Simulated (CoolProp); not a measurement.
Properties of octamethyltrisiloxane (MDM) along the isotherm 301.85 °C.

Model: reference Helmholtz-energy equation of state, Thol 2017, in CoolProp.

```csv
p (kPa),phase,cv (kJ/(kg K)),speed of sound (m/s),expansivity (1/kK)
6.82,gas,2.057,143.2,1.749
14,gas,2.057,143.0,1.760
28.8,gas,2.058,142.5,1.782
59,gas,2.059,141.6,1.829
121,gas,2.061,139.7,1.931
249,gas,2.065,135.5,2.172
511,gas,2.076,126.0,2.846
1050,gas,2.108,99.86,6.233
2160,supercritical,2.150,121.1,10.58
```
